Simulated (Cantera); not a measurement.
An isothermal, constant-pressure homogeneous reactor starts with NH₃ : H₂ = 1 : 0.24 (molar parts), at 2400 K and 0.200 bar.

Computed with Cantera and the gas-phase N/H chemistry of the illustrative SiF4/NH3 mechanism in the Surface Chemkin manual (1991). Walls and surfaces, which speed up NH3 decomposition in real reactors, are not modelled.

One state of this run: x NH₃ = 0.0164; x H₂ = 0.760; x NH = 5.57e-5; x N₂H₂ = 3.82e-7; x N = 1.51e-5; x N₂H₄ = 9.79e-10. x: mole fraction; the columns are a selection and need not sum to one.

### Question
Which value of t (s) does it belong to?
A. 0.0195
B. 7.43e-6
C. 2.76e-5
D. 0.000381

### Answer
A, 0.0195
